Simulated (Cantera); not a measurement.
Low-pressure radical oxidation in H2/O2

An isothermal, constant-pressure homogeneous reactor starts with H2 : O2 : N2 = 0.085 : 1 : 3.9 (molar parts), at 1473 K and 0.00670 bar.

Computed with Cantera and the H2/O2 subset of GRI-Mech 3.0, which has no nitrogen chemistry. Radical loss at walls, strong at low pressure, is not modelled.

| t (s) | x H2 | x O2 | x H2O | x H2O2 | x H |
|---|---|---|---|---|---|
| 9.00e-6 | 0.0171 | 0.201 | <1e-12 | <1e-12 | 9.18e-10 |
| 4.93e-5 | 0.0171 | 0.201 | 4.66e-11 | <1e-12 | 4.49e-9 |
| 0.000270 | 0.0171 | 0.201 | 5.48e-9 | 1.75e-11 | 1.86e-8 |
| 0.00148 | 0.0170 | 0.201 | 7.92e-7 | 3.67e-10 | 3.49e-7 |
| 0.00811 | 0.00102 | 0.187 | 0.0132 | 7.30e-9 | 0.00290 |
| 0.0444 | 0.000413 | 0.187 | 0.0143 | 5.23e-9 | 0.00244 |
| 0.243 | 0.000374 | 0.187 | 0.0146 | 5.10e-9 | 0.00207 |
| 1.33 | 0.000226 | 0.190 | 0.0156 | 4.28e-9 | 0.000912 |
| 7.30 | 3.82e-5 | 0.193 | 0.0168 | 1.76e-9 | 5.96e-5 |
| 40.0 | 2.51e-6 | 0.194 | 0.0171 | 2.79e-10 | 9.88e-7 |
x: mole fraction; the columns are a selection and need not sum to one.

Equilibrium at this temperature and pressure: H2 6.28e-7, O2 0.194, H2O 0.0172, H2O2 1.10e-10, H 1.23e-7 (gas phase only).
